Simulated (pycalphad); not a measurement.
Source of the numbers: pycalphad with the COST 507 light-alloy database (1999); pressure 1 atm. The database dates from 1999; later assessments differ in places, in temperatures and in the compounds included. The system is extrapolated from its subsystems; higher-order compounds may be missing. Phase fractions are per mole of atoms. Diffusion is slow at the low end, where real alloys seldom reach equilibrium.

Q: Give the equilibrium state of Ti-0.55Si-6.61Fe (at.%) at 570 K.

A: HCP_A3, fraction 0.855, with 0.27 Si, <0.01 Fe at.%; FETI, fraction 0.132, with no Si, 50.0 Fe at.%; SITI3, fraction 0.013, with 25.0 Si, no Fe at.%.

Q: Give the equilibrium state of Ti-0.55Si-6.61Fe (at.%) at 930 K.

A: BCC_A2, fraction 0.740, with 0.60 Si, 8.9 Fe at.%; HCP_A3, fraction 0.260, with 0.41 Si, 0.07 Fe at.%.

Database names, with the compositions (at.%) that they take in these runs: SITI3: Ti 75 Si 25; FETI: Ti 50 Fe 50. BCC_A2 is bcc; HCP_A3 is hcp. An entry "none" or "no" means that the model of the phase leaves that element out.
